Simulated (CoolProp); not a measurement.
Properties of isobutane along the isotherm 562.3 K.

Values from CoolProp's reference Helmholtz-energy equation of state, Bücker 2006.

| p (bar) | phase | cp (kJ/(kg K)) | viscosity (µPa s) |
|---|---|---|---|
| 12.1 | gas | 2.844 | 13.8 |
| 24.2 | gas | ___ | ___ |
| 36.3 | supercritical | 2.956 | 15.2 |
| 48.4 | supercritical | 3.026 | 16.2 |
| 60.5 | supercritical | 3.104 | 17.5 |
| 72.6 | supercritical | ___ | 18.9 |
| 84.7 | supercritical | ___ | 20.6 |
| 96.8 | supercritical | 3.333 | 22.3 |
| 109 | supercritical | 3.384 | 24.1 |
| 121 | supercritical | 3.416 | 26.0 |
| 133 | supercritical | 3.432 | 27.8 |
| 145 | supercritical | 3.436 | 29.6 |
| 157 | supercritical | 3.432 | 31.4 |
| 169 | supercritical | 3.422 | 33.2 |
| 181 | supercritical | 3.409 | 35.0 |

Task: Complete the blanks.

Result: 
- 24.2, cp (kJ/(kg K)): 2.896
- 24.2, viscosity (µPa s): 14.4
- 72.6, cp (kJ/(kg K)): 3.186
- 84.7, cp (kJ/(kg K)): 3.266

Viscosity comes from a separate model (Vogel 2000).
